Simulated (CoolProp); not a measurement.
Vapour-liquid equilibrium of propane (1) + dimethyl ether (2) at 25.65 °C; x and y are mole fractions of (1).

The numbers come from the multi-fluid Helmholtz-energy mixture model, Lemmon 2009 and Wu 2011; pair parameters Bell 2016 in CoolProp.

| x | bubble pressure (kPa) | y at the bubble point | dew pressure at overall composition x (kPa) | liquid density (mol/L) |
|---|---|---|---|---|
| 0.05 | 647.1 | 0.107 | [?] | 14.12 |
| 0.15 | 724.6 | 0.268 | 666.8 | 13.71 |
| 0.25 | 786.9 | 0.386 | 715.6 | 13.32 |
| 0.35 | 837.2 | 0.480 | 767.8 | 12.95 |
| 0.45 | 878.1 | 0.560 | 821.5 | 12.60 |
| 0.55 | 911.1 | 0.634 | 873.0 | [?] |
| 0.65 | [?] | 0.706 | 917.3 | [?] |
| 0.75 | [?] | 0.780 | 949.5 | 11.71 |
| 0.85 | [?] | 0.859 | 967.0 | [?] |
| 0.95 | 970.6 | 0.949 | 970.6 | 11.24 |

Problem. Some entries are withheld; supply them.

Solution. 
- 0.05, dew pressure at overall composition x (kPa): 622.1
- 0.55, liquid density (mol/L): 12.28
- 0.65, bubble pressure (kPa): 937.0
- 0.65, liquid density (mol/L): 11.98
- 0.75, bubble pressure (kPa): 956.2
- 0.85, bubble pressure (kPa): 967.9
- 0.85, liquid density (mol/L): 11.46

y crosses x between x = 0.85 and 0.95: the model has an azeotrope there.

Pair parameters are fitted to limited data, so mixtures are less certain than the pure fluids.
